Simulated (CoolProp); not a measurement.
Vapour-liquid equilibrium of benzene (1) + m-xylene (2) at 413.9 K; x and y are mole fractions of (1).

Values from CoolProp's multi-fluid Helmholtz-energy mixture model, Thol 2012 and Zhou 2012; pair parameters Bell 2016.

```json
[
 {"x": "0.05", "bubble pressure, mixture model (bar)": "?", "bubble pressure, Raoult's law (bar)": "1.247", "y, mixture model": "0.183", "y, Raoult's law": "0.193"},
 {"x": "0.2", "bubble pressure, mixture model (bar)": "1.785", "bubble pressure, Raoult's law (bar)": "1.808", "y, mixture model": "?", "y, Raoult's law": "0.531"},
 {"x": "0.35", "bubble pressure, mixture model (bar)": "2.325", "bubble pressure, Raoult's law (bar)": "2.369", "y, mixture model": "0.686", "y, Raoult's law": "0.709"},
 {"x": "0.5", "bubble pressure, mixture model (bar)": "2.873", "bubble pressure, Raoult's law (bar)": "2.931", "y, mixture model": "0.799", "y, Raoult's law": "0.819"},
 {"x": "0.65", "bubble pressure, mixture model (bar)": "?", "bubble pressure, Raoult's law (bar)": "3.492", "y, mixture model": "?", "y, Raoult's law": "0.894"},
 {"x": "0.8", "bubble pressure, mixture model (bar)": "?", "bubble pressure, Raoult's law (bar)": "4.053", "y, mixture model": "0.940", "y, Raoult's law": "0.948"},
 {"x": "0.95", "bubble pressure, mixture model (bar)": "?", "bubble pressure, Raoult's law (bar)": "4.614", "y, mixture model": "0.987", "y, Raoult's law": "0.989"}
]
```

**Question.** What belongs in the gaps?

**Answer.** 
- 0.05, bubble pressure, mixture model (bar): 1.243
- 0.2, y, mixture model: 0.509
- 0.65, bubble pressure, mixture model (bar): 3.433
- 0.65, y, mixture model: 0.879
- 0.8, bubble pressure, mixture model (bar): 4.009
- 0.95, bubble pressure, mixture model (bar): 4.601

The largest gap from Raoult's law is -2.0 % in bubble pressure, at x = 0.5. No azeotrope shows between x = 0.05 and 0.95.

The pair parameters rest on a limited set of measurements; away from them the model extrapolates.
